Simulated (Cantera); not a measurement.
What does this Cantera script print?

```python
import numpy as np
import cantera as ct

gas_names = """
    AL ALC ALH ALN ALO ALOH ALO2 ALO2H AL2 AL2O AL2O2 C CH CH2 CH3 CH2OH CH3O CH4 CH3OH CN CO CO2 COOH
    C2 C2H CHCO,ketyl C2H2,acetylene C2H2,vinylidene CH2CO,ketene C2H3,vinyl CH3CN CH3CO,acetyl C2H4
    C2H4O,ethylen CH3CHO,ethanal CH3COOH (HCOOH)2 C2H5 C2H6 CH3OCH3 C2H5OH CCN CNC C2N2 C2O C3
    C3H3,propargyl C3H4,allene C3H4,propyne C3H4,cyclo- C3H5,allyl C3H6,propylene C3H6,cyclo- C3H6O
    C3H7,n-propyl C3H7,i-propyl C3H8 C3H8O,1propanol C3H8O,2propanol C3O2 C4 C4H2 C4H4,1,3-cyclo-
    C4H6,butadiene C4H6,2-butyne C4H6,cyclo- C4H8,1-butene C4H8,cis2-buten C4H8,tr2-butene
    C4H8,isobutene C4H8,cyclo- (CH3COOH)2 C4H9,n-butyl C4H9,i-butyl C4H9,s-butyl C4H9,t-butyl
    C4H10,isobutane C4H10,n-butane C4N2 C5 C5H6,1,3cyclo- C5H8,cyclo- C5H10,1-pentene C5H10,cyclo-
    C5H11,pentyl C5H11,t-pentyl C5H12,n-pentane C5H12,i-pentane CH3C(CH3)2CH3 C6H2 C6H5,phenyl
    C6H5O,phenoxy C6H6 C6H5OH,phenol C6H10,cyclo- C6H12,1-hexene C6H12,cyclo- C6H13,n-hexyl C7H7,benzyl
    C7H8 C7H8O,cresol C7H14,1-heptene C7H15,n-heptyl C7H16,n-heptane C8H8,styrene C8H10,ethylbenz
    C8H16,1-octene C8H17,n-octyl C8H18,isooctane C8H18,n-octane C9H19,n-nonyl C10H8,naphthale
    C10H21,n-decyl C12H9,o-bipheny C12H10,bipheny H HALO HCN HCO HCCN HNC HNCO HNO HNO2 HNO3 HO2 H2
    HCHO,formaldehy HCOOH H2O H2O2 N NCO NH NH2 NH3 NH2OH NO NO2 NO3 N2 N2H2 N2H4 N2O O OH O2 O3
""".split()
cond_names = """
    AL(cr) AL(L) ALN(s) AL2O3(a) AL2O3(L) C(gr) C6H6(L) C7H8(L) C8H18(L),n-octa H2O(s) H2O(L)
""".split()


def load(file, names, dense=False):
    # The tables refer to 1 bar. Condensed volumes are neglected.
    table = {s.name: s for s in ct.Species.list_from_file(file)}
    out = []
    for n in names:
        d = dict(table[n].input_data)
        d["thermo"] = dict(d["thermo"], **{"reference-pressure": 1e5})
        if dense:
            d["equation-of-state"] = {"model": "constant-volume", "density": "1e6 g/cm^3"}
        out.append(ct.Species.from_dict(d))
    return out


gas = ct.Solution(thermo="ideal-gas", species=load("nasa_gas.yaml", gas_names))
cond = {s.name: ct.Solution(thermo="fixed-stoichiometry", species=[s], name=s.name)
        for s in load("nasa_condensed.yaml", cond_names, dense=True)}
atoms = {
    'Al(CH3)3': {'AL': 1, 'C': 3, 'H': 9},
    'N2O': {'N': 2, 'O': 1},
    'N2': {'N': 2},
}
top_T = {'ALN(s)': 2750, 'C(gr)': 4500}  # K; cautious upper limits of use, not melting points


def equilibrate(T, P, feed):
    n = {}
    for name, mol in feed.items():
        for a, k in atoms[name].items():
            n[a] = n.get(a, 0.0) + k * mol
    gas.TPX = T, P, n
    mass = sum(n.values()) * gas.mean_molecular_weight
    gas.equilibrate("TP")
    valid = [c for c in cond.values() if c.min_temp <= T <= top_T.get(c.name, c.max_temp)]
    mix = ct.Mixture([(gas, mass / gas.mean_molecular_weight)] + [(c, 0.0) for c in valid])
    mix.T, mix.P = T, P
    mix.equilibrate("TP", solver="vcs", rtol=1e-11, max_steps=5000)
    return mix


results = []
T = 773  # K
P = 1000  # Pa
for m in [0.96, 1.6, 2.7, 4.5, 7.4, 12, 21, 34]:
    feed = {'Al(CH3)3': 1, 'N2O': m, 'N2': 42}  # mol
    mix = equilibrate(T, P, feed)
    results.append((T, P, feed, dict(zip(mix.species_names, mix.species_moles))))

top = {s: max(r[3][s] / sum(r[3][g] for g in gas_names) for r in results) for s in gas_names}
cols = sorted((s for s in top if top[s] > 1e-06), key=lambda s: -top[s])[:8]
seen = [c for c in cond_names if any(r[3].get(c, 0) > 1e-12 for r in results)]
print("log10 of partial pressures in bar; condensed amounts in mol")
print(f"{'n(N2O)':>10s}" + "".join(f"{s[:9]:>10s}" for s in cols + seen))
for T, P, feed, n in results:
    ng = sum(n[g] for g in gas_names)
    print(f"{feed['N2O']:10.4g}" + "".join(f"{np.log10(max(n[s] / ng * P / 1e5, 1e-99)):10.3f}" for s in cols)
          + "".join(f"{n.get(c, 0):10.4g}" for c in seen))
```

Result:

```
log10 of partial pressures in bar; condensed amounts in mol
    n(N2O)        N2        O2        H2       H2O       CO2        CO       CH4       NH3    ALN(s)  AL2O3(a)     C(gr)
      0.96    -2.043   -44.605    -3.023   -11.478   -17.879   -10.133    -5.720    -7.959      0.36      0.32     2.991
       1.6    -2.043   -33.750    -3.032    -6.059    -7.024    -4.706    -5.738    -7.972         0       0.5     2.896
       2.7    -2.051   -31.700    -3.054    -5.057    -4.974    -3.681    -5.783    -8.009         0       0.5     1.889
       4.5    -2.062   -31.041    -3.087    -4.760    -4.315    -3.352    -5.848    -8.064         0       0.5    0.3451
       7.4    -2.061   -28.715    -3.219    -3.729    -3.491    -3.690    -7.613    -8.261         0       0.5         0
        12    -2.056   -11.511   -11.227    -3.136    -3.312   -12.113   -40.655   -20.271         0       0.5         0
        21    -2.076    -3.222   -15.458    -3.222    -3.398   -16.344   -57.493   -26.627         0       0.5         0
        34    -2.095    -2.934   -15.703    -3.322    -3.498   -16.588   -58.369   -27.003         0       0.5         0
```

Method: chemical equilibrium by Gibbs-energy minimisation in Cantera with the NASA 1993 tables (ideal gas, pure condensed phases). The feed counts by its element totals alone.
